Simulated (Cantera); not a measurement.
Charge: 1 mol CO, 88 mol H₂, 11 mol N₂, equilibrated at 1.33 mbar.

Cantera equilibrium calculation (NASA polynomials, part measured and part estimated; ideal gas, pure solids and liquids). Candidate condensed phases: C, C₆H₆, C₇H₈, C₈H₁₈, H₂O; 136 gas species. Kinetics and transport are ignored.

x: gas mole fraction; nothing condenses.

```json
[
 {"T (K)": "573", "x H₂": "0.867", "x N₂": "0.112", "x CH₄": "0.0102", "x H₂O": "0.0102", "x CO": "?"},
 {"T (K)": "623", "x H₂": "0.868", "x N₂": "0.112", "x CH₄": "0.00993", "x H₂O": "0.00987", "x CO": "?"},
 {"T (K)": "673", "x H₂": "0.871", "x N₂": "0.112", "x CH₄": "0.00727", "x H₂O": "0.00701", "x CO": "?"},
 {"T (K)": "723", "x H₂": "0.876", "x N₂": "0.111", "x CH₄": "0.00307", "x H₂O": "0.00290", "x CO": "?"},
 {"T (K)": "773", "x H₂": "0.879", "x N₂": "0.110", "x CH₄": "0.00107", "x H₂O": "0.00101", "x CO": "0.00890"},
 {"T (K)": "823", "x H₂": "0.880", "x N₂": "0.110", "x CH₄": "0.000386", "x H₂O": "0.000372", "x CO": "0.00961"},
 {"T (K)": "873", "x H₂": "0.880", "x N₂": "0.110", "x CH₄": "0.000153", "x H₂O": "0.000149", "x CO": "0.00985"},
 {"T (K)": "923", "x H₂": "0.880", "x N₂": "0.110", "x CH₄": "6.64e-5", "x H₂O": "6.51e-5", "x CO": "0.00993"},
 {"T (K)": "973", "x H₂": "0.880", "x N₂": "0.110", "x CH₄": "3.12e-5", "x H₂O": "3.09e-5", "x CO": "0.00997"},
 {"T (K)": "1023", "x H₂": "0.880", "x N₂": "0.110", "x CH₄": "1.56e-5", "x H₂O": "1.59e-5", "x CO": "0.00998"}
]
```

### Question
Some entries are withheld; supply them.

### Answer

- 573, x CO: 5.99e-6
- 623, x CO: 0.000220
- 673, x CO: 0.00262
- 723, x CO: 0.00682
